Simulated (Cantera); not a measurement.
Cantera run, input and output.

```python
import numpy as np
import cantera as ct

gas = ct.Solution("gri30.yaml")
gas.TPX = 1350, 46000, {'H2': 1, 'O2': 0.333, 'N2': 1.25}
reactor = ct.IdealGasConstPressureReactor(gas, energy="on", clone=False)
net = ct.ReactorNet([reactor])
net.rtol, net.atol = 1e-08, 1e-16
show = ['H2', 'O2', 'HO2', 'NO', 'H']
times = np.geomspace(1e-05, 0.6, 12)

steps = ct.SolutionArray(gas, extra=["t"])
rows = []
print(f"{'t/s':>10s}{'T/K':>9s}{'P/Pa':>11s}" + "".join(f"{s:>11s}" for s in show))
for t in times:
    while net.time < t:
        t_next = net.step()
        steps.append(gas.state, t=t_next)
    rows.append([np.interp(t, steps.t, y) for y in (steps.T, steps.P, *steps(*show).X.T)])
    print(f"{t:10.3e}{rows[-1][0]:9.1f}{rows[-1][1]:11.4g}" + "".join(f"{x:11.3e}" for x in rows[-1][2:]))
rate = np.gradient(steps.T, steps.t)
print("integrator steps:", len(steps.t))
if steps.T.max() > steps.T[0] + 200:
    print(f"time of steepest temperature rise: {steps.t[rate.argmax()]:.4e} s")
gas.TPX = 1350, 46000, {'H2': 1, 'O2': 0.333, 'N2': 1.25}
gas.equilibrate("HP")
print(f"equilibrium (HP): T = {gas.T:.1f} K  " + "  ".join(f"{s} {gas[s].X[0]:.3e}" for s in show))
```

Output:

```
       t/s      T/K       P/Pa         H2         O2        HO2         NO          H
 1.000e-05   1350.0    4.6e+04  3.871e-01  1.289e-01  2.188e-07  6.899e-17  1.037e-06
 2.719e-05   1350.2    4.6e+04  3.868e-01  1.288e-01  5.411e-06  5.054e-13  1.910e-04
 7.392e-05   1824.4    4.6e+04  1.143e-01  1.250e-02  3.617e-06  1.036e-05  1.356e-01
 2.010e-04   2303.9    4.6e+04  1.324e-01  6.983e-03  1.592e-06  5.560e-05  8.175e-02
 5.464e-04   2630.7    4.6e+04  1.398e-01  3.453e-03  1.245e-06  2.581e-04  4.908e-02
 1.486e-03   2742.9    4.6e+04  1.423e-01  2.291e-03  1.138e-06  9.900e-04  3.808e-02
 4.039e-03   2742.8    4.6e+04  1.432e-01  2.164e-03  1.088e-06  2.243e-03  3.744e-02
 1.098e-02   2741.2    4.6e+04  1.436e-01  2.122e-03  1.068e-06  2.797e-03  3.729e-02
 2.986e-02   2741.2    4.6e+04  1.436e-01  2.120e-03  1.067e-06  2.811e-03  3.729e-02
 8.117e-02   2741.2    4.6e+04  1.436e-01  2.120e-03  1.067e-06  2.811e-03  3.729e-02
 2.207e-01   2741.2    4.6e+04  1.436e-01  2.120e-03  1.067e-06  2.811e-03  3.729e-02
 6.000e-01   2741.2    4.6e+04  1.436e-01  2.120e-03  1.067e-06  2.811e-03  3.729e-02
integrator steps: 1224
time of steepest temperature rise: 5.0409e-05 s
equilibrium (HP): T = 2741.2 K  H2 1.436e-01  O2 2.120e-03  HO2 1.067e-06  NO 2.811e-03  H 3.729e-02
```

Computed with Cantera and GRI-Mech 3.0 (53 species, 325 reactions).
